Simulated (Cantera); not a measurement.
Feed: 1 mol Ta2O5, 0.52 mol CO, equilibrated at 0.100 bar.

Cantera equilibrium calculation (NASA polynomials, part measured and part estimated; ideal gas, pure solids and liquids). Candidate condensed phases: C, Ta, TaC, Ta2O5; 15 gas species. The numbers say what is thermodynamically allowed, not how fast it happens.

Q: At 2350 K, list the 4 most abundant gas species with their mole fractions, and the condensed phases.

A: CO 0.998, TaO2 0.00121, CO2 0.00100, TaO 0.000264. Condensed: Ta2O5(l).
